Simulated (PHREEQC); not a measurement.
# Buffer: speciation

Consider water at 25 °C with 11 mmol/kgw KHCO3 and 1.8 mmol/kgw NaOH. Closed to the air; pH follows from the charge balance.

The numbers come from PHREEQC with the Pitzer model, pitzer.dat.

pH: 9.46
ionic strength: 0.0146 mol/kgw
specific conductance: 1420 µS/cm
osmotic coefficient: 0.956
total alkalinity: 12.8 meq/kg

| species | molality | activity | log γ |
|---|---|---|---|
| K+ | 0.0110 | 0.00970 | -0.055 |
| HCO3- | 0.00922 | 0.00824 | -0.049 |
| Na+ | 0.00180 | 0.00168 | -0.031 |
| CO3-2 | 0.00177 | 0.00108 | -0.216 |
| OH- | 3.26e-5 | 2.89e-5 | -0.052 |
| CO2 | 6.32e-6 | 6.33e-6 | 0.001 |

Precipitation was switched off in this run. Complexes and solids missing from the database can't appear.
